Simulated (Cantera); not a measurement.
A closed system holds: 1 mol B₂O₃, 2.8 mol H₂O, 4.9 mol H₂, equilibrated at 670 Pa.

Cantera equilibrium calculation (NASA polynomials, part measured and part estimated; ideal gas, pure solids and liquids). Candidate condensed phases: B, B₂O₃, B₃O₃H₃, H₂O; 23 gas species. Kinetics and transport are ignored. All values below are at 1825 K.

Base state: H₂ 0.559, H₂O 0.222, HBO₂ 0.200, B₂O₃ 0.0139, H 0.00402, HBO 0.00144, BO 0.000179, BO₂ 0.000122 (mole fractions); condensed: gas only.

Question: What changes in the equilibrium state with this change: H₂ from 4.9 to 0.55 mol?

Answer: 
```json
[
 {"species": "H₂O", "before": "0.222", "after": "0.441"},
 {"species": "HBO₂", "before": "0.200", "after": "0.402"},
 {"species": "H₂", "before": "0.559", "after": "0.125"},
 {"species": "B₂O₃", "before": "0.0139", "after": "0.0282"},
 {"species": "HBO", "before": "0.00144", "after": "0.000326"},
 {"species": "B₂O₂", "before": "1.34e-5", "after": "3.07e-6"},
 {"species": "BO₂", "before": "0.000122", "after": "0.000518"},
 {"species": "OH", "before": "0.000112", "after": "0.000469"},
 {"species": "H", "before": "0.00402", "after": "0.00191"}
]
```

Question: What changes in the equilibrium state with this change: pressure from 670 Pa to 3600 Pa?

Answer: 
```json
[
 {"species": "H₂", "before": "0.559", "after": "0.560"},
 {"species": "H₂O", "before": "0.222", "after": "0.222"},
 {"species": "HBO₂", "before": "0.200", "after": "0.200"},
 {"species": "H", "before": "0.00402", "after": "0.00174"},
 {"species": "B₂O₃", "before": "0.0139", "after": "0.0139"},
 {"species": "OH", "before": "0.000112", "after": "4.81e-5"},
 {"species": "BO₂", "before": "0.000122", "after": "5.27e-5"},
 {"species": "BO", "before": "0.000179", "after": "7.75e-5"},
 {"species": "B₂O₂", "before": "1.34e-5", "after": "1.35e-5"}
]
```
